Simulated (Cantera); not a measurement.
An adiabatic, constant-volume homogeneous reactor starts with CH3OH : O2 : N2 = 1 : 1.72 : 6.48 (molar parts), at 1000 K and 0.870 bar.

Detailed kinetics in Cantera: GRI-Mech 3.0 (53 species, 325 reactions). GRI-Mech 3.0 was tuned for natural gas; its chemistry of methanol as a main component is partial and can be far from experiment.

Q: Predict: time of steepest temperature rise; temperature at 2.00 s; equilibrium temperature; x(O2) at 2.00 s; x(OH) at 2.00 s.

A: 
```json
{
 "time_of_steepest_temperature_rise": "0.593 s",
 "temperature at 2.00 s": "2687 K",
 "equilibrium_temperature": "2687 K",
 "x(O2) at 2.00 s": "0.0292 (gas-phase equilibrium 0.0292)",
 "x(OH) at 2.00 s": "0.0163 (gas-phase equilibrium 0.0163)"
}
```
